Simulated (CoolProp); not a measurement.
A simple Rankine cycle with water: condensing at 320.15 K, boiler at 1.33 MPa, turbine inlet 468 K, turbine efficiency 0.75, pump efficiency 0.8, no recuperator. Each further row changes one setting.

Model: reference Helmholtz-energy equation of state, Wagner 2002, in CoolProp.

| case | thermal efficiency (%) | net work (kJ/kg) | heat in (kJ/kg) | turbine exit temperature (K) | volume ratio over the turbine |
|---|---|---|---|---|---|
| as stated | 21.0 | 545 | 2590 | 320.1 | 79.8 |
| turbine inlet 488 K | 21.1 | 558 | 2650 | 320.1 | 76.7 |
| condensing temperature 312.15 K | 22.1 | 580 | 2630 | 312.1 | 117 |
| boiler pressure 0.931 MPa | 19.6 | 515 | 2620 | 320.1 | 55.7 |
| turbine efficiency 0.65 | 18.2 | 472 | 2590 | 320.1 | 82.7 |

The expansion ends wet for: as stated; turbine inlet 488 K; condensing temperature 312.15 K; boiler pressure 0.931 MPa; turbine efficiency 0.65.
